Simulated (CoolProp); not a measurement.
Model: reference Helmholtz-energy equation of state, Thol 2017, in CoolProp.

Problem. For octamethyltrisiloxane (MDM), give the phase and the cp (kJ/(kg K)), cv (kJ/(kg K)), expansivity (1/kK), fugacity coefficient at 515.2 K and 5.3 bar; 575 K and 5.3 bar.

Solution. 
- 515.2 K and 5.3 bar: gas; cp 2.09, cv 1.97, expansivity 4.81, fugacity coefficient 0.824
- 575 K and 5.3 bar: gas; cp 2.15, cv 2.08, expansivity 2.91, fugacity coefficient 0.886
